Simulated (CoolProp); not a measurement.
A single-stage vapour-compression cycle with c-C4F8 (RC318): evaporating at 247.15 K (dew point), condensing at 274.15 K (bubble point), superheat 8 K, subcooling 5 K, compressor efficiency 0.85, no pressure losses. Each further row changes one setting.

The numbers come from the reference Helmholtz-energy equation of state, Platzer 1990 in CoolProp. This equation is an older, rougher fit; its heat capacities, sound speeds and derivatives of the liquid may be far off and weren't checked against measurements.

| case | cooling COP | pressure ratio | discharge temperature (K) | refrigerating effect (kJ/kg) | volumetric capacity (kJ/m³) |
|---|---|---|---|---|---|
| as stated | ___ | 3.29 | 277.3 | 107 | 419 |
| evaporating temperature 252.15 K | 9.24 | ___ | ___ | 110 | 544 |
| condensing temperature 269.15 K | ___ | ___ | 273.5 | 112 | 440 |
| subcooling 10 K | 7.53 | 3.29 | 277.3 | 112 | 440 |
| superheat 18 K | ___ | 3.29 | 287.5 | 114 | ___ |
| compressor efficiency 0.75 | 6.34 | 3.29 | 279.9 | 107 | 419 |

Question: Complete the blanks.

Answer: 
- as stated, cooling COP: 7.19
- evaporating temperature 252.15 K, pressure ratio: 2.58
- evaporating temperature 252.15 K, discharge temperature (K): 277.9
- condensing temperature 269.15 K, cooling COP: 9.07
- condensing temperature 269.15 K, pressure ratio: 2.70
- superheat 18 K, cooling COP: 7.36
- superheat 18 K, volumetric capacity (kJ/m³): 430
